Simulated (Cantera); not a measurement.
## Thermodynamics of thermal oxidation and active oxidation of silicon, feed Si + CO₂ + H₂

Input: 1 mol Si, 0.032 mol CO₂, 340 mol H₂, at 1423.15 K and 0.110 Pa.

Method: chemical equilibrium by Gibbs-energy minimisation in Cantera with the NASA 1993 tables (ideal gas, pure condensed phases). Candidate condensed phases: C, C₆H₆, C₇H₈, C₈H₁₈, H₂O, Si, SiC, SiO₂; 123 gas species. Mutual solubility and eutectic melting of coexisting phases are not modelled. The numbers say what is thermodynamically allowed, not how fast it happens.

x(H₂): 0.992
x(H): 0.00632
x(Si): 0.00139
x(SiO): 0.000184
x(SiH): 6.53e-6
x(CO): 3.71e-6
x(Si₂C): 1.12e-6
n(Si(s)): 0.427 mol
n(SiC(s)): 0.0303 mol
gas amount: 341.6 mol
log10 activity of C(graphite) (absent): -2.27
